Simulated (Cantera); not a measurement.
A perfectly stirred reactor is fed with CH₄ : CO : O₂ : N₂ : H₂ = 1 : 0.11 : 4.37 : 12.7 : 0.055 (molar parts), equivalence ratio 0.48, at 9.50 bar; it is adiabatic with a 750 K inlet, and is followed from long to short residence time, starting on the burning branch (τ in s: 0.049, 0.017, 0.0062, 0.0022, 0.00078, 0.00027, 9.7e-05, 3.4e-05, 1.2e-05, 4.3e-06).

Computed with Cantera and GRI-Mech 3.0 (53 species, 325 reactions).

x: mole fraction; the columns are a selection and need not sum to one.

```tsv
τ (s)	T (K)	x CH₄	x CO	x O₂	x OH	x HCN	x H₂O₂	x HCO
0.049	1999	2.13e-6	0.000114	0.126	0.00112	1.66e-8	2.35e-7	?
0.017	1998	5.82e-6	0.000185	0.126	0.00117	1.74e-8	2.47e-7	?
0.0062	1996	1.43e-5	0.000353	0.126	0.00128	1.86e-8	2.75e-7	?
0.0022	1992	3.29e-5	0.000741	0.126	0.00150	2.10e-8	3.40e-7	?
0.00078	1982	7.08e-5	0.00157	0.126	0.00186	2.58e-8	4.66e-7	?
0.00027	1963	0.000153	0.00337	0.127	0.00234	3.41e-8	6.90e-7	?
9.7e-5	1924	0.000341	0.00712	0.129	0.00273	4.71e-8	1.05e-6	?
3.4e-5	1816	0.00124	0.0182	0.137	0.00211	6.47e-8	2.04e-6	?
1.2e-5	750	0.0548	0.00603	0.240	<1e-12	<1e-12	<1e-12	<1e-12
4.3e-6	750	0.0548	0.00603	0.240	<1e-12	<1e-12	<1e-12	<1e-12
```

### Question
What belongs in the gaps?

### Answer

- 0.049, x HCO: 2.44e-9
- 0.017, x HCO: 7.03e-9
- 0.0062, x HCO: 1.92e-8
- 0.0022, x HCO: 5.42e-8
- 0.00078, x HCO: 1.54e-7
- 0.00027, x HCO: 4.54e-7
- 9.7e-5, x HCO: 1.30e-6
- 3.4e-5, x HCO: 3.85e-6
